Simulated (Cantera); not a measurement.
A Cantera script and what it prints.

```python
import numpy as np
import cantera as ct

gas_names = """
    CL CL2 H HCL H2 N NH NH2 NH3 N2 N2H2 N2H4 Si SiCL SiCL2 SiCL3 SiCL4 SiH SiHCL3 SiH2 SiH2CL2 SiH3
    SiH3CL SiH4 SiN Si2 Si2N Si3
""".split()
cond_names = """
    NH4CL(a) NH4CL(b) Si(cr) Si(L) Si3N4(a)
""".split()


def load(file, names, dense=False):
    # The tables refer to 1 bar. Condensed volumes are neglected.
    table = {s.name: s for s in ct.Species.list_from_file(file)}
    out = []
    for n in names:
        d = dict(table[n].input_data)
        d["thermo"] = dict(d["thermo"], **{"reference-pressure": 1e5})
        if dense:
            d["equation-of-state"] = {"model": "constant-volume", "density": "1e6 g/cm^3"}
        out.append(ct.Species.from_dict(d))
    return out


gas = ct.Solution(thermo="ideal-gas", species=load("nasa_gas.yaml", gas_names))
cond = {s.name: ct.Solution(thermo="fixed-stoichiometry", species=[s], name=s.name)
        for s in load("nasa_condensed.yaml", cond_names, dense=True)}
atoms = {
    'SiH2Cl2': {'Si': 1, 'H': 2, 'CL': 2},
    'NH3': {'N': 1, 'H': 3},
}
top_T = {'Si3N4(a)': 2400}  # K; cautious upper limits of use, not melting points


def equilibrate(T, P, feed):
    n = {}
    for name, mol in feed.items():
        for a, k in atoms[name].items():
            n[a] = n.get(a, 0.0) + k * mol
    gas.TPX = T, P, n
    mass = sum(n.values()) * gas.mean_molecular_weight
    gas.equilibrate("TP")
    valid = [c for c in cond.values() if c.min_temp <= T <= top_T.get(c.name, c.max_temp)]
    mix = ct.Mixture([(gas, mass / gas.mean_molecular_weight)] + [(c, 0.0) for c in valid])
    mix.T, mix.P = T, P
    mix.equilibrate("TP", solver="vcs", rtol=1e-11, max_steps=5000)
    return mix


results = []
T = 1823  # K
P = 1333.22  # Pa
for m in [1.3, 2.2, 3.6, 6, 9.8, 16, 26, 43]:
    feed = {'SiH2Cl2': 1, 'NH3': m}  # mol
    mix = equilibrate(T, P, feed)
    results.append((T, P, feed, dict(zip(mix.species_names, mix.species_moles))))

top = {s: max(r[3][s] / sum(r[3][g] for g in gas_names) for r in results) for s in gas_names}
cols = sorted((s for s in top if top[s] > 1e-06), key=lambda s: -top[s])[:7]
seen = [c for c in cond_names if any(r[3].get(c, 0) > 1e-12 for r in results)]
print("log10 of partial pressures in bar; condensed amounts in mol")
print(f"{'n(NH3)':>10s}" + "".join(f"{s[:9]:>10s}" for s in cols + seen))
for T, P, feed, n in results:
    ng = sum(n[g] for g in gas_names)
    print(f"{feed['NH3']:10.4g}" + "".join(f"{np.log10(max(n[s] / ng * P / 1e5, 1e-99)):10.3f}" for s in cols)
          + "".join(f"{n.get(c, 0):10.4g}" for c in seen))
```

Output:

```
log10 of partial pressures in bar; condensed amounts in mol
    n(NH3)        H2        N2       HCL     SiCL2         H     SiCL3      SiCL     Si(L)
       1.3    -2.127    -2.726    -2.675    -2.746    -4.427    -4.697    -5.087    0.3672
       2.2    -2.095    -2.641    -2.752    -2.932    -4.411    -4.976    -5.180     0.426
       3.6    -2.070    -2.585    -2.845    -3.144    -4.398    -5.294    -5.286    0.4921
         6    -2.049    -2.545    -2.963    -3.400    -4.388    -5.678    -5.414    0.5686
       9.8    -2.034    -2.520    -3.094    -3.678    -4.380    -6.096    -5.553    0.6445
        16    -2.023    -2.504    -3.243    -3.986    -4.375    -6.558    -5.707    0.7159
        26    -2.016    -2.494    -3.405    -4.317    -4.371    -7.055    -5.873    0.7755
        43    -2.011    -2.488    -3.586    -4.685    -4.369    -7.606    -6.056    0.8195
```

These are equilibrium values from Cantera (NASA tables, ideal gas, pure condensed phases), not measurements of a reactor. The tables' values for SiCl3, SiCl are old estimates; treat these amounts as uncertain. Gases not in the tables: Si2H6 and higher silanes.
